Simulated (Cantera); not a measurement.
An isothermal, constant-pressure homogeneous reactor starts with 15.9 % CH₄, 54.0 % CO₂, 30.2 % H₂, at 1423 K and 10.0 bar.

Detailed kinetics in Cantera: GRI-Mech 3.0 (53 species, 325 reactions).

x: mole fraction; the columns are a selection and need not sum to one.

| t (s) | x CH₄ | x CO₂ | x H₂ | x CH₂O | x HO₂ | x CH₃ | x CH₂CO |
|---|---|---|---|---|---|---|---|
| 0.000600 | 0.159 | 0.539 | 0.301 | 6.62e-8 | <1e-12 | 8.58e-6 | 1.48e-10 |
| 0.00159 | 0.159 | 0.539 | 0.301 | 1.17e-7 | <1e-12 | 9.06e-6 | 1.08e-9 |
| 0.00419 | 0.158 | 0.537 | 0.299 | [?] | <1e-12 | 9.49e-6 | [?] |
| 0.0111 | 0.158 | 0.532 | 0.295 | 1.57e-7 | <1e-12 | 9.71e-6 | 2.61e-8 |
| 0.0293 | 0.157 | 0.519 | 0.283 | 1.85e-7 | <1e-12 | 1.00e-5 | 8.86e-8 |
| 0.0775 | 0.154 | 0.488 | 0.255 | 2.50e-7 | <1e-12 | 1.06e-5 | 2.90e-7 |
| 0.205 | 0.147 | 0.422 | 0.197 | 3.92e-7 | <1e-12 | 1.17e-5 | 1.02e-6 |
| 0.541 | 0.129 | 0.327 | 0.127 | 6.61e-7 | <1e-12 | 1.26e-5 | 3.93e-6 |
| 1.43 | 0.101 | 0.267 | 0.110 | [?] | <1e-12 | 1.21e-5 | [?] |
| 3.78 | 0.0936 | 0.250 | 0.118 | 7.82e-7 | <1e-12 | 1.15e-5 | 7.95e-6 |
| 10.0 | 0.0887 | 0.231 | 0.134 | 6.33e-7 | <1e-12 | 1.02e-5 | 5.06e-6 |

Task: Complete the blanks.

Result: 
- 0.00419, x CH₂O: 1.43e-7
- 0.00419, x CH₂CO: 6.25e-9
- 1.43, x CH₂O: 8.62e-7
- 1.43, x CH₂CO: 8.82e-6
